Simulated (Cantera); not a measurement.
An isothermal, constant-pressure homogeneous reactor starts with H2 : O2 : N2 = 1.8 : 1 : 13 (molar parts), equivalence ratio 0.90, at 898 K and 0.860 bar. Integrator tolerance rtol = 1e-08.

Cantera simulation using GRI-Mech 3.0 (53 species, 325 reactions); the numbers are that mechanism's predictions, not measurements. Below about 950 K walls govern HO2 and H2O2 in real vessels. The temperature is held fixed by assumption; the heat of reaction is taken as removed at once.

What does this change do: N2 13 to 64 parts?


```csv
quantity,before,after
x(H2) at 4.00 s,0.0563 (gas-phase equilibrium 4.76e-12),0.0141 (gas-phase equilibrium 2.26e-12)
x(O2) at 4.00 s,0.0346 (gas-phase equilibrium 0.00671),0.00853 (gas-phase equilibrium 0.00152)
x(NO) at 4.00 s,2.70e-12 (gas-phase equilibrium 1.70e-6),6.62e-12 (gas-phase equilibrium 8.52e-7)
x(OH) at 4.00 s,1.53e-8 (gas-phase equilibrium 6.05e-9),1.51e-8 (gas-phase equilibrium 1.98e-9)
x(HO2) at 4.00 s,1.47e-5 (gas-phase equilibrium 1.21e-11),4.78e-6 (gas-phase equilibrium 1.89e-12)
```

What does this change do: pressure from 0.860 bar to 0.290 bar?


| quantity | before | after |
|---|---|---|
| x(H2) at 4.00 s | 0.0563 (gas-phase equilibrium 4.76e-12) | 0.000418 (gas-phase equilibrium 8.19e-12) |
| x(O2) at 4.00 s | 0.0346 (gas-phase equilibrium 0.00671) | 0.00692 (gas-phase equilibrium 0.00671) |
| x(NO) at 4.00 s | 2.70e-12 (gas-phase equilibrium 1.70e-6) | 1.21e-7 (gas-phase equilibrium 1.70e-6) |
| x(OH) at 4.00 s | 1.53e-8 (gas-phase equilibrium 6.05e-9) | 8.69e-8 (gas-phase equilibrium 7.94e-9) |
| x(HO2) at 4.00 s | 1.47e-5 (gas-phase equilibrium 1.21e-11) | 1.71e-6 (gas-phase equilibrium 9.23e-12) |
